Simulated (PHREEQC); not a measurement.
## Spent oxide etchant

Consider water at 20 °C with 0.082 mol NH4HF2, 9.3e-05 mol H2SiF6, 0.00031 mol H3PO4 and 0.00079 mol H2SO4 per kg of water. Closed to the air; pH follows from the charge balance.

Equilibrium calculation in PHREEQC: ion-association model, phreeqc.dat.

Precipitation was switched off in this run.

**Question.** Predict the pH, ionic strength, density.

**Answer.** pH 3.01; ionic strength 0.0836 mol/kgw; density 1.000 g/cm³.

**Question.** In which forms is P present?

**Answer.** H2PO4- 90 %, H3PO4 9.6 % of the P.

Complexes and solids missing from the database can't appear. SiF6-2 is the database's only silicon fluoride.
